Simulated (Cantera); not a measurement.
A Cantera script and its output.

```python
import numpy as np
import cantera as ct

gas = ct.Solution("gri30.yaml")
gas.TPX = 1423, 1000000, {'CH4': 1, 'CO': 0.037, 'O2': 2.91, 'N2': 9.59}
reactor = ct.IdealGasReactor(gas, energy="on", clone=False)
net = ct.ReactorNet([reactor])
net.rtol, net.atol = 1e-08, 1e-16
show = ['CH4', 'CO', 'O2', 'CH2', 'H', 'HCN', 'NO']
times = np.geomspace(4e-06, 0.3, 15)

steps = ct.SolutionArray(gas, extra=["t"])
rows = []
print(f"{'t/s':>10s}{'T/K':>9s}{'P/Pa':>11s}" + "".join(f"{s:>11s}" for s in show))
for t in times:
    while net.time < t:
        t_next = net.step()
        steps.append(gas.state, t=t_next)
    rows.append([np.interp(t, steps.t, y) for y in (steps.T, steps.P, *steps(*show).X.T)])
    print(f"{t:10.3e}{rows[-1][0]:9.1f}{rows[-1][1]:11.4g}" + "".join(f"{x:11.3e}" for x in rows[-1][2:]))
rate = np.gradient(steps.T, steps.t)
print("integrator steps:", len(steps.t))
if steps.T.max() > steps.T[0] + 200:
    print(f"time of steepest temperature rise: {steps.t[rate.argmax()]:.4e} s")
gas.TPX = 1423, 1000000, {'CH4': 1, 'CO': 0.037, 'O2': 2.91, 'N2': 9.59}
gas.equilibrate("UV")
print(f"equilibrium (UV): T = {gas.T:.1f} K  " + "  ".join(f"{s} {gas[s].X[0]:.3e}" for s in show))
```

It prints:

```
       t/s      T/K       P/Pa        CH4         CO         O2        CH2          H        HCN         NO
 4.000e-06   1423.0      1e+06  7.387e-02  2.733e-03  2.150e-01  8.469e-14  1.926e-09  5.381e-19  2.148e-16
 8.918e-06   1423.0      1e+06  7.387e-02  2.733e-03  2.150e-01  6.141e-13  3.799e-09  3.250e-18  8.832e-16
 1.988e-05   1423.0      1e+06  7.385e-02  2.733e-03  2.150e-01  5.990e-12  1.094e-08  2.491e-17  4.943e-15
 4.433e-05   1423.3      1e+06  7.376e-02  2.733e-03  2.149e-01  5.649e-11  3.842e-08  2.772e-16  3.606e-14
 9.884e-05   1425.8  1.002e+06  7.330e-02  2.758e-03  2.146e-01  2.249e-10  1.111e-07  2.901e-15  2.422e-13
 2.204e-04   1449.1  1.019e+06  6.982e-02  3.452e-03  2.120e-01  2.867e-09  8.969e-07  9.765e-14  3.677e-12
 4.913e-04   2938.0  2.099e+06  2.391e-15  1.460e-02  5.790e-02  1.449e-14  1.882e-03  1.082e-09  1.971e-02
 1.095e-03   2935.1  2.097e+06  2.380e-15  1.456e-02  5.707e-02  1.415e-14  1.863e-03  1.130e-09  2.150e-02
 2.442e-03   2935.1  2.097e+06  2.380e-15  1.456e-02  5.707e-02  1.415e-14  1.863e-03  1.130e-09  2.150e-02
 5.445e-03   2935.1  2.097e+06  2.380e-15  1.456e-02  5.707e-02  1.415e-14  1.863e-03  1.130e-09  2.150e-02
 1.214e-02   2935.1  2.097e+06  2.380e-15  1.456e-02  5.707e-02  1.415e-14  1.863e-03  1.130e-09  2.150e-02
 2.707e-02   2935.1  2.097e+06  2.380e-15  1.456e-02  5.707e-02  1.415e-14  1.863e-03  1.130e-09  2.150e-02
 6.035e-02   2935.1  2.097e+06  2.380e-15  1.456e-02  5.707e-02  1.415e-14  1.863e-03  1.130e-09  2.150e-02
 1.346e-01   2935.1  2.097e+06  2.380e-15  1.456e-02  5.707e-02  1.415e-14  1.863e-03  1.130e-09  2.150e-02
 3.000e-01   2935.1  2.097e+06  2.380e-15  1.456e-02  5.707e-02  1.415e-14  1.863e-03  1.130e-09  2.150e-02
integrator steps: 2008
time of steepest temperature rise: 2.9060e-04 s
equilibrium (UV): T = 2935.1 K  CH4 3.194e-15  CO 1.456e-02  O2 5.707e-02  CH2 1.715e-14  H 1.863e-03  HCN 1.130e-09  NO 2.150e-02
```

Detailed kinetics in Cantera: GRI-Mech 3.0 (53 species, 325 reactions).
